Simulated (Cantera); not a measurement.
An isothermal, constant-pressure homogeneous reactor starts with H2 : O2 : N2 = 1.6 : 1 : 18 (molar parts), at 800 K and 36000 Pa. Integrator tolerance rtol = 1e-08.

Model: the H2/O2 subset of GRI-Mech 3.0, which has no nitrogen chemistry, integrated in Cantera. Below about 950 K walls govern HO2 and H2O2 in real vessels. The temperature is held fixed by assumption; the heat of reaction is taken as removed at once.

What does this change do: temperature 800 to 948 K?


```tsv
quantity	before	after
x(H2) at 2.00 s	0.0777 (gas-phase equilibrium <1e-12)	2.23e-5 (gas-phase equilibrium 2.30e-11)
x(O2) at 2.00 s	0.0485 (gas-phase equilibrium 0.0101)	0.0101 (gas-phase equilibrium 0.0101)
x(HO2) at 2.00 s	1.36e-8 (gas-phase equilibrium 1.22e-12)	4.07e-7 (gas-phase equilibrium 2.77e-11)
x(OH) at 2.00 s	<1e-12 (gas-phase equilibrium 4.76e-10)	1.17e-7 (gas-phase equilibrium 2.15e-8)
x(H2O2) at 2.00 s	9.65e-9 (gas-phase equilibrium <1e-12)	4.58e-8 (gas-phase equilibrium 6.80e-12)
x(H2O) at 2.00 s	9.91e-9 (gas-phase equilibrium 0.0808)	0.0808 (gas-phase equilibrium 0.0808)
```
